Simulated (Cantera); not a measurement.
Equilibrium for silicon etching in halogen gases: Si + HBr

Input: 1 mol Si, 28 mol HBr, at 1223 K.

Cantera equilibrium calculation (NASA polynomials, part measured and part estimated; ideal gas, pure solids and liquids). Candidate condensed phases: Br2, Si; 19 gas species. The tables' values for SiBr3 are old estimates; treat these amounts as uncertain. Rates play no part.

| P (Pa) | log p HBr | log p Br | log p H2 | log p SiBr4 | log p SiBr2 |
|---|---|---|---|---|---|
| 1 | -5.10 | -6.03 | -6.08 | -7.73 | -6.50 |
| 5.20 | -4.36 | -5.60 | -5.44 | -6.29 | -5.91 |
| 27 | -3.63 | -5.24 | -4.71 | -5.19 | -5.55 |
| 140 | -2.91 | -4.88 | -3.98 | -4.34 | -5.40 |
| 720 | -2.20 | -4.53 | -3.27 | -3.59 | -5.37 |
| 3700 | -1.48 | -4.17 | -2.56 | -2.87 | -5.36 |
| 19000 | -0.77 | -3.81 | -1.85 | -2.16 | -5.36 |
| 100000 | -0.05 | -3.45 | -1.13 | -1.43 | -5.36 |
log p: log10 of the partial pressure in bar; nothing condenses.

From 1.00 Pa to 1.00 bar nothing is condensed. The main Si-bearing gas is SiBr2 at 1.00 Pa and SiBr4 at 1.00 bar.
